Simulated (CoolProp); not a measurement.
Ethanol along the isotherm 584.5 K: Z from the reference equation and from simpler models built on Tc = 514.7 K, pc = 6.268 MPa, ω = 0.644; each cubic takes its own stable root.

Computed with CoolProp (reference Helmholtz-energy equation of state, Schroeder 2014).

```
p (MPa)          phase  reference
-------  -------------  ---------
0.0496             gas     0.9987
0.0727             gas     0.9981
0.107              gas     0.9972
0.157              gas     0.9960
0.23               gas     0.9941
0.338              gas     0.9913
0.496              gas     0.9872
0.727              gas     0.9811
1.07               gas     0.9720
1.57               gas     0.9585
2.3                gas     0.9383
3.38               gas     0.9070
4.96               gas     0.8575
7.27     supercritical     0.7734
10.7     supercritical     0.6169
15.7     supercritical     0.4693
```

**Question.** How far does each simpler model (Redlich-Kwong, Soave-Redlich-Kwong, Peng-Robinson) lie from the reference over these 16 states: mean and median of the absolute difference, and the worst?

**Answer.** 
- Redlich-Kwong: mean 3.4 %, median 1.1 %, worst -16.4 % at 584.5 K and 10.7 MPa
- Soave-Redlich-Kwong: mean 2.8 %, median 0.5 %, worst +28.7 % at 584.5 K and 15.7 MPa
- Peng-Robinson: mean 2.7 %, median 0.7 %, worst +19.9 % at 584.5 K and 15.7 MPa
